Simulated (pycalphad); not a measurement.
CALPHAD calculation (pycalphad, COST 507 light-alloy database (1999)), 1 atm. The database dates from 1999; later assessments differ in places, in temperatures and in the compounds included. Amounts are mole fractions of atoms.

Task: Give the equilibrium state of Al-4.1Mn-10.88Si (at.%) at 950 K.

Result: 
```
T = 950.00 K, P = 101325 Pa, N = 1 mol of atoms
G = -43017 J/mol, H = 24728 J/mol, S = 71.31 J/(mol K)  (SER reference)
chemical potentials (J/mol): Al -40053, Mn -125893, Si -34943
phase             fraction      x(Al)      x(Mn)      x(Si)
LIQUID              0.8163     0.8835     0.0111     0.1054
ALMNSI_ALPHA        0.1837     0.7020     0.1739     0.1241
```

Task: Give the equilibrium state of Al-4.1Mn-10.88Si (at.%) at 800 K.

Result: 
```
T = 800.00 K, P = 101325 Pa, N = 1 mol of atoms
G = -33455 J/mol, H = 8632 J/mol, S = 52.61 J/(mol K)  (SER reference)
chemical potentials (J/mol): Al -30240, Mn -131912, Si -21475
phase             fraction      x(Al)      x(Mn)      x(Si)
FCC_A1              0.6925     0.9901   0.000162     0.0098
ALMNSI_ALPHA        0.2351     0.6999     0.1739     0.1262
DIAMOND_A4          0.0723    3.3e-07       none     1.0000
```

Database names, with the compositions (at.%) that they take in these runs: ALMNSI_ALPHA: Al 70 Mn 17 Si 12. FCC_A1 is fcc; DIAMOND_A4 is diamond (Si). An entry "none" or "no" means that the model of the phase leaves that element out.
